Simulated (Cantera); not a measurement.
# Equilibrium for boron, boron nitride and boron oxide: B + O₂ + N₂

Input: 1 mol B, 1.6 mol O₂, 13 mol N₂, equilibrated at 10.0 mbar.

Equilibrium computed with Cantera from the NASA thermochemical tables; the gas is ideal and each condensed phase is pure. Candidate condensed phases: B, BN, B₂O₃; 17 gas species. Kinetics and transport are ignored.

From 1100 K to 1625 K the condensed part is B₂O₃(l). At 1700 K nothing is condensed. The main B-bearing gas is B₂O₃ throughout.

```json
[
 {"T (K)": "1100", "log p N₂": "-2.03", "log p O₂": "-3.21", "log p B₂O₃": "-9.59", "log p BO₂": "-9.94", "log p NO": "-6.30", "log p O": "-10.21", "log p BO": "<-14", "log p NO₂": "-9.11", "n B₂O₃(l)": "0.500"},
 {"T (K)": "1175", "log p N₂": "-2.03", "log p O₂": "-3.21", "log p B₂O₃": "-8.40", "log p BO₂": "-8.94", "log p NO": "-6.02", "log p O": "-9.44", "log p BO": "<-14", "log p NO₂": "-9.01", "n B₂O₃(l)": "0.500"},
 {"T (K)": "1250", "log p N₂": "-2.03", "log p O₂": "-3.21", "log p B₂O₃": "-7.36", "log p BO₂": "-8.05", "log p NO": "-5.78", "log p O": "-8.77", "log p BO": "<-14", "log p NO₂": "-8.92", "n B₂O₃(l)": "0.500"},
 {"T (K)": "1325", "log p N₂": "-2.03", "log p O₂": "-3.21", "log p B₂O₃": "-6.44", "log p BO₂": "-7.27", "log p NO": "-5.56", "log p O": "-8.17", "log p BO": "-13.06", "log p NO₂": "-8.84", "n B₂O₃(l)": "0.499"},
 {"T (K)": "1400", "log p N₂": "-2.03", "log p O₂": "-3.21", "log p B₂O₃": "-5.62", "log p BO₂": "-6.58", "log p NO": "-5.37", "log p O": "-7.63", "log p BO": "-11.78", "log p NO₂": "-8.77", "n B₂O₃(l)": "0.496"},
 {"T (K)": "1475", "log p N₂": "-2.03", "log p O₂": "-3.22", "log p B₂O₃": "-4.89", "log p BO₂": "-5.96", "log p NO": "-5.20", "log p O": "-7.15", "log p BO": "-10.63", "log p NO₂": "-8.70", "n B₂O₃(l)": "0.481"},
 {"T (K)": "1550", "log p N₂": "-2.03", "log p O₂": "-3.22", "log p B₂O₃": "-4.23", "log p BO₂": "-5.40", "log p NO": "-5.04", "log p O": "-6.72", "log p BO": "-9.59", "log p NO₂": "-8.65", "n B₂O₃(l)": "0.416"},
 {"T (K)": "1625", "log p N₂": "-2.04", "log p O₂": "-3.23", "log p B₂O₃": "-3.64", "log p BO₂": "-4.89", "log p NO": "-4.91", "log p O": "-6.33", "log p BO": "-8.65", "log p NO₂": "-8.61", "n B₂O₃(l)": "0.168"},
 {"T (K)": "1700", "log p N₂": "-2.04", "log p O₂": "-3.24", "log p B₂O₃": "-3.47", "log p BO₂": "-4.62", "log p NO": "-4.79", "log p O": "-5.97", "log p BO": "-7.98", "log p NO₂": "-8.57", "n B₂O₃(l)": "0"}
]
```
log p: log10 of the partial pressure in bar; n: condensed amount in mol.
